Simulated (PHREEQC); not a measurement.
Solution (45 °C): 0.014 mol/kgw LiOH. Closed to the air; pH follows from the charge balance.

All values are PHREEQC results (ion-association model, phreeqc.dat), not measurements.

No solid was allowed to form.

Predict the pH, specific conductance.

pH 11.49; specific conductance 4540 µS/cm.

Complexes and solids missing from the database can't appear. Away from 25 °C the constants follow the database's enthalpies or fits; those with neither stay at their 25 °C values.
